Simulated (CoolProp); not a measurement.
Saturation properties of fluorine (Tc = -128.7 °C, pc = 5.240 MPa, ω = 0.045).

Computed with CoolProp (reference Helmholtz-energy equation of state, de Reuck 1990).

```
T (°C)   p (MPa)  liquid density (kg/m³)  vapour density (kg/m³)  liquid cp (kJ/(kg K))  surface tension (mN/m)
-------  -------  ----------------------  ----------------------  ---------------------  ----------------------
-174.95   0.3686                    1404                   18.70                  1.573                    9.93
-170.35   0.5327                    1367                   26.47                  1.607                    8.74
-165.75   0.7450                    1328                   36.49                  1.649                    7.58
-161.15    1.013                    1287                   49.27                  1.705                    6.45
-156.55    1.344                    1243                   65.46                  1.781                    5.35
-151.95    1.747                    1194                   86.02                  1.890                    4.29
-147.35    2.229                    1141                   112.4                  2.056                    3.28
-142.75    2.801                    1079                   147.2                  2.336                    2.32
-138.15    3.474                    1004                   195.2                  2.894                    1.43
```

It boils at -188.1 °C under 1 atm.

Surface tension comes from a separate correlation (Mulero 2012).
